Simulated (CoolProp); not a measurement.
A Linde-Hampson liquefier for dry air: isothermal reversible compression at 250 K from 1 atm to 20 MPa, throttling to 1 atm, return gas leaving the recuperator 0 K below the feed. Each further row changes one setting.

Model: reference Helmholtz-energy equation of state, Lemmon 2000, in CoolProp. It is a pseudo-pure fit of the blend.

```json
[
 {"case": "as stated", "liquid yield per pass": "0.138", "compression work (kJ/kg of gas)": "371"},
 {"case": "high pressure 40 MPa", "liquid yield per pass": "0.173", "compression work (kJ/kg of gas)": "424"},
 {"case": "warm-end temperature 280 K", "liquid yield per pass": "0.099", "compression work (kJ/kg of gas)": "421"},
 {"case": "warm-end gap 5 K", "liquid yield per pass": "0.126", "compression work (kJ/kg of gas)": "371"}
]
```
